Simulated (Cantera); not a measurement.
Feed: 1 mol N₂O, 0.19 mol SO₂, 1.7 mol H₂, equilibrated at 0.00170 bar.

Cantera equilibrium calculation (NASA polynomials, part measured and part estimated; ideal gas, pure solids and liquids). Candidate condensed phases: H₂O, H₂SO₄, S; 35 gas species. The numbers say what is thermodynamically allowed, not how fast it happens. All values below are at 2550 K.

Base state: H 0.287, N₂ 0.253, H₂ 0.144, H₂O 0.120, O 0.0681, OH 0.0524, O₂ 0.0232, SO 0.0225 (mole fractions); condensed: gas only.

Problem. What changes in the equilibrium state with this change: H₂ from 1.7 to 0.21 mol?

Solution. 
```
species    before    after
-------  --------  -------
N₂          0.253    0.452
O          0.0681    0.161
O₂         0.0232    0.129
H           0.287   0.0838
H₂          0.144   0.0123
H₂O         0.120   0.0241
NO        0.00471   0.0149
SO₂        0.0191   0.0558
OH         0.0524   0.0361
SO         0.0225   0.0279
SH       0.000352  5.41e-5
S₂        2.49e-5  6.91e-6
S         0.00652  0.00343
```
